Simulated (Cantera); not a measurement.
# Thermodynamics of chlorosilane synthesis and conversion, feed Si + Cl₂ + H₂

Input: 1 mol Si, 1.4 mol Cl₂, 0.49 mol H₂, equilibrated at 1.00 bar.

Cantera equilibrium calculation (NASA polynomials, part measured and part estimated; ideal gas, pure solids and liquids). Candidate condensed phases: Si; 19 gas species. The tables' values for SiCl₃ are old estimates; treat these amounts as uncertain. The numbers say what is thermodynamically allowed, not how fast it happens.

```tsv
T (K)	log p SiCl₄	log p H₂	log p SiHCl₃	log p HCl	n Si(s)
623	-0.30	-0.45	-0.86	-4.22	0.259
673	-0.30	-0.45	-0.87	-3.77	0.260
723	-0.29	-0.45	-0.88	-3.39	0.261
773	-0.29	-0.45	-0.89	-3.05	0.262
823	-0.29	-0.45	-0.90	-2.76	0.262
873	-0.29	-0.45	-0.91	-2.50	0.263
923	-0.29	-0.45	-0.91	-2.27	0.264
973	-0.29	-0.45	-0.92	-2.07	0.265
1023	-0.29	-0.45	-0.93	-1.88	0.266
1073	-0.30	-0.45	-0.95	-1.72	0.267
```
log p: log10 of the partial pressure in bar; n: condensed amount in mol.

From 623 K to 1073 K the condensed part is Si(s). The main Si-bearing gas is SiCl₄ throughout.
